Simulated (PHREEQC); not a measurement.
Solution (25 °C): 7.7 mmol/kgw CuSO4, 11 mmol/kgw HCl and 0.15 mmol/kgw H3BO3. Closed to the air; pH follows from the charge balance.

The numbers come from PHREEQC with the ion-association model, phreeqc.dat.

```json
[
 {"quantity": "pH", "before": "2.10", "after": "2.82"},
 {"quantity": "Cu+2 (mol/kgw)", "before": "0.00613", "after": "0.00573"},
 {"quantity": "HSO4- (mol/kgw)", "before": "0.00199", "after": "0.000497"},
 {"quantity": "CuSO4 (mol/kgw)", "before": "0.00148", "after": "0.00195"}
]
```

**Question.** Name the change that produced these shifts.
A) diluted 5-fold with water
B) H3BO3 replaced by HBF4 at the same molality
C) HCl from 0.011 to 0.11 mol/kgw
D) HCl from 0.011 to 0.0022 mol/kgw
E) temperature from 25 to 90 °C

**Answer.** D, HCl from 0.011 to 0.0022 mol/kgw

This is a speciation only: nothing precipitates in the calculation.
